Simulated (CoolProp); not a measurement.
A single-stage vapour-compression cycle with C3F8 (R218): evaporating at 256.15 K (dew point), condensing at 321.15 K (bubble point), superheat 8 K, subcooling 0 K, compressor efficiency 0.7, no pressure losses. Each further row changes one setting.

Values from CoolProp's reference Helmholtz-energy equation of state, Lemmon 2006. It is a short technical equation, of lower accuracy than the large ones.

```csv
case,cooling COP,pressure ratio,discharge temperature (K),refrigerating effect (kJ/kg),volumetric capacity (kJ/m³)
as stated,1.09,6.74,321.2,29.5,629
evaporating temperature 261.15 K,1.33,5.61,321.2,32.6,?
condensing temperature 316.15 K,?,?,316.2,36.0,768
subcooling 5 K,?,6.74,321.2,?,?
superheat 18 K,1.28,6.74,328.4,?,758
compressor efficiency 0.6,0.934,6.74,323.7,29.5,629
```

Question: What belongs in the gaps?

Answer: 
- evaporating temperature 261.15 K, volumetric capacity (kJ/m³): 831
- condensing temperature 316.15 K, cooling COP: 1.40
- condensing temperature 316.15 K, pressure ratio: 5.99
- subcooling 5 K, cooling COP: 1.34
- subcooling 5 K, refrigerating effect (kJ/kg): 36.2
- subcooling 5 K, volumetric capacity (kJ/m³): 772
- superheat 18 K, refrigerating effect (kJ/kg): 37.3

The compression ends wet for: as stated; evaporating temperature 261.15 K; condensing temperature 316.15 K; subcooling 5 K.
